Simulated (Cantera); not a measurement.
Charge: 1 mol Si, 2.8 mol H₂O, 120 mol N₂, 0.25 mol O₂, equilibrated at 1448 K and 4.50 bar.

Equilibrium computed with Cantera from the NASA thermochemical tables; the gas is ideal and each condensed phase is pure. Candidate condensed phases: H₂O, Si, SiO₂, Si₂N₂O, Si₃N₄; 35 gas species. The tables hold silica as quartz up to 1696 K and as liquid above; real silica turns to tridymite and cristobalite and melts near 1996 K. Gases not in the tables: Si(OH)₄. Kinetics and transport are ignored.

Base state: N₂ 0.977, H₂ 0.0122, H₂O 0.0106 (mole fractions); condensed: SiO₂(β-quartz).

Question: What changes in the equilibrium state with this change: H₂O from 2.8 to 0.0014 mol?

Answer: 
| species | before | after |
|---|---|---|
| N₂ | 0.977 | 1.000 |
| H₂ | 0.0122 | 1.17e-5 |
| H₂O | 0.0106 | 1.33e-8 |
| SiO₂(β-quartz), mol | 1.00 | 0.000929 |
| Si₂N₂O(s), mol | 0 | 0.500 |
N₂ is the only nitrogen source here; it is nearly inert below about 1500 K, so the nitride shown seldom forms there in practice. Mutual solubility and eutectic melting of coexisting phases are not modelled.

Question: What changes in the equilibrium state with this change: O₂ from 0.25 to 0.033 mol?

Answer: 
| species | before | after |
|---|---|---|
| N₂ | 0.977 | 0.977 |
| H₂ | 0.0122 | 0.0157 |
| H₂O | 0.0106 | 0.00705 |
| SiO₂(β-quartz), mol | 1.00 | 1.00 |

Question: What changes in the equilibrium state with this change: O₂ from 0.25 to 2.2 mol?

Answer: 
```json
[
 {"species": "N₂", "before": "0.977", "after": "0.968"},
 {"species": "H₂O", "before": "0.0106", "after": "0.0226"},
 {"species": "O₂", "before": "<1e-9", "after": "0.00956"},
 {"species": "H₂", "before": "0.0122", "after": "1.00e-7"},
 {"species": "NO", "before": "<1e-9", "after": "0.000222"},
 {"species": "SiO₂(β-quartz), mol", "before": "1.00", "after": "1.00"}
]
```
